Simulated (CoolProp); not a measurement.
The numbers come from the reference Helmholtz-energy equation of state, Thol 2021 in CoolProp.

### Question
For chlorine, give the phase and the cp (kJ/(kg K)) at 361.1 K and 0.2 MPa; 361.1 K and 1.12 MPa.

### Answer
- 361.1 K and 0.2 MPa: gas; cp 0.504
- 361.1 K and 1.12 MPa: gas; cp 0.573
